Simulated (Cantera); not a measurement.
**NO annealing gas**

An isothermal, constant-pressure homogeneous reactor starts with 23.3 % NO, 76.7 % N2, at 1850 K and 35.3 Torr.

Cantera simulation using GRI-Mech 3.0 (53 species, 325 reactions); the numbers are that mechanism's predictions, not measurements. Radical loss at walls, strong at low pressure, is not modelled.

| t (s) | x NO | x N2O | x O2 | x NO2 | x O | x N2 |
|---|---|---|---|---|---|---|
| 0.000300 | 0.233 | 2.71e-7 | 3.11e-10 | 2.29e-9 | 2.72e-7 | 0.767 |
| 0.000708 | 0.233 | 6.35e-7 | 1.73e-9 | 1.24e-8 | 6.41e-7 | 0.767 |
| 0.00167 | 0.233 | 1.47e-6 | 9.63e-9 | 6.43e-8 | 1.51e-6 | 0.767 |
| 0.00395 | 0.233 | 3.32e-6 | 5.47e-8 | 3.09e-7 | 3.54e-6 | 0.767 |
| 0.00931 | 0.233 | 7.08e-6 | 3.36e-7 | 1.27e-6 | 8.50e-6 | 0.767 |
| 0.0220 | 0.233 | 1.33e-5 | 2.48e-6 | 4.17e-6 | 2.09e-5 | 0.767 |
| 0.0519 | 0.232 | 1.96e-5 | 1.98e-5 | 9.22e-6 | 4.40e-5 | 0.767 |
| 0.122 | 0.232 | 2.16e-5 | 0.000102 | 1.18e-5 | 5.74e-5 | 0.768 |
| 0.289 | 0.232 | 2.16e-5 | 0.000322 | 1.24e-5 | 5.96e-5 | 0.768 |
| 0.682 | 0.231 | 2.13e-5 | 0.000847 | 1.34e-5 | 6.33e-5 | 0.768 |
| 1.61 | 0.228 | 2.07e-5 | 0.00211 | 1.55e-5 | 7.12e-5 | 0.770 |
| 3.80 | 0.222 | 1.93e-5 | 0.00518 | 1.95e-5 | 8.73e-5 | 0.773 |
| 8.97 | 0.207 | 1.64e-5 | 0.0127 | 2.58e-5 | 0.000117 | 0.780 |
| 21.2 | 0.172 | 1.08e-5 | 0.0302 | 3.20e-5 | 0.000166 | 0.798 |
| 50.0 | 0.106 | 3.91e-6 | 0.0633 | 2.83e-5 | 0.000230 | 0.831 |
x: mole fraction; the columns are a selection and need not sum to one.

Equilibrium at this temperature and pressure: NO 0.00384, N2O 5.03e-8, O2 0.114, NO2 1.39e-6, O 0.000302, N2 0.882 (gas phase only).
